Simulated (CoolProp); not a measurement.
Properties of 1-butene along the isotherm 164.85 °C (Tc = 146.1 °C, pc = 40.06 bar, ω = 0.192).

The numbers come from the reference Helmholtz-energy equation of state, Lemmon 2005 in CoolProp. It is a short technical equation, of lower accuracy than the large ones.

| p (bar) | phase | Z | Joule-Thomson coefficient (K/MPa) | isothermal compressibility (1/MPa) |
|---|---|---|---|---|
| 0.19 | gas | 0.9986 | 7.671 | 52.71 |
| 0.39 | gas | 0.9971 | 7.684 | 25.72 |
| 0.801 | gas | 0.9940 | 7.713 | 12.56 |
| 1.65 | gas | 0.9875 | 7.774 | 6.138 |
| 3.38 | gas | 0.9742 | 7.900 | 3.038 |
| 6.94 | gas | 0.9459 | 8.179 | 1.526 |
| 14.2 | gas | 0.8846 | 8.834 | 0.8041 |
| 29.3 | gas | 0.7341 | 10.73 | 0.4966 |
| 60.1 | supercritical | 0.2961 | 4.918 | 0.1933 |
